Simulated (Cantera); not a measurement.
Feed: 1 mol Si₂Cl₆, 33 mol N₂, 6.6 mol H₂, at 948.15 K and 100 Torr.

Cantera equilibrium calculation (NASA polynomials, part measured and part estimated; ideal gas, pure solids and liquids). Candidate condensed phases: NH₄Cl, Si, Si₃N₄; 28 gas species. The feed counts by its element totals alone. N₂ is the only nitrogen source here; it is nearly inert below about 1500 K, so the nitride shown seldom forms there in practice. Equilibrium is a limit: real reactors are often held back by kinetics, nucleation or transport.

Q: What is the equilibrium state?

A: 
| Property | Value |
|---|---|
| x(N₂) | 0.772 |
| x(HCl) | 0.124 |
| x(H₂) | 0.0984 |
| x(SiCl₄) | 0.00549 |
| x(SiHCl₃) | 1.97e-5 |
| x(NH₃) | 3.02e-6 |
| x(SiCl₃) | 1.48e-6 |
| n(Si₃N₄(s)) | 0.591 mol |
| gas amount | 41.19 mol |
| log10 activity of Si(s) (absent) | -7.24 |
